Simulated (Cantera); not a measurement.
Feed: 1 mol SiH₂Cl₂, 0.18 mol HCl, 1900 mol H₂, held at 1925 K and 0.440 bar.

Equilibrium computed with Cantera from the NASA thermochemical tables; the gas is ideal and each condensed phase is pure. Candidate condensed phases: Si; 19 gas species. Gases not in the tables: Si₂H₆ and higher silanes. Kinetics and transport are ignored.

Base state: H₂ 0.997, H 0.00144, HCl 0.00114, SiH₂ 6.80e-5, Si 3.95e-5, SiH 2.13e-5 (mole fractions); condensed: Si(l).

**Question.** What changes in the equilibrium state with this change: H₂ from 1900 to 18 mol?

**Answer.** 
```csv
species,before,after
H₂,0.997,0.907
HCl,0.00114,0.0747
SiCl₂,3.39e-6,0.0161
SiCl₃,<1e-9,0.000254
SiHCl₃,<1e-9,2.10e-5
SiH₂Cl₂,3.72e-9,1.61e-5
"Si(l), mol",0.743,0.664
```
The tables' values for SiCl₃, SiCl are old estimates; treat these amounts as uncertain.
